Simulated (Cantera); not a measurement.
An adiabatic, constant-pressure homogeneous reactor starts with 21.9 % H2, 16.4 % O2, 61.7 % N2, equivalence ratio 0.67, at 1050 K and 21000 Torr.

Cantera simulation using the H2/O2 subset of GRI-Mech 3.0, which has no nitrogen chemistry; the numbers are that mechanism's predictions, not measurements. The hydrogen kinetics of GRI-Mech 3.0 are dated; newer H2 mechanisms differ, most at raised pressure. The pressure lies above the range GRI-Mech 3.0 was tuned for (to about 10 atm).

Predict: time of steepest temperature rise; temperature at 10.0 s; equilibrium temperature; x(H2) at 10.0 s; x(O2) at 10.0 s; x(H2O2) at 10.0 s; x(O) at 10.0 s; x(OH) at 10.0 s; x(HO2) at 10.0 s.


| Property | Result |
|---|---|
| time of steepest temperature rise | 2.20 ms |
| temperature at 10.0 s | 2565 K |
| equilibrium temperature | 2565 K |
| x(H2) at 10.0 s | 0.00152 (gas-phase equilibrium 0.00152) |
| x(O2) at 10.0 s | 0.0586 (gas-phase equilibrium 0.0586) |
| x(H2O2) at 10.0 s | 2.48e-6 (gas-phase equilibrium 2.48e-6) |
| x(O) at 10.0 s | 0.000910 (gas-phase equilibrium 0.000910) |
| x(OH) at 10.0 s | 0.00863 (gas-phase equilibrium 0.00863) |
| x(HO2) at 10.0 s | 2.30e-5 (gas-phase equilibrium 2.30e-5) |
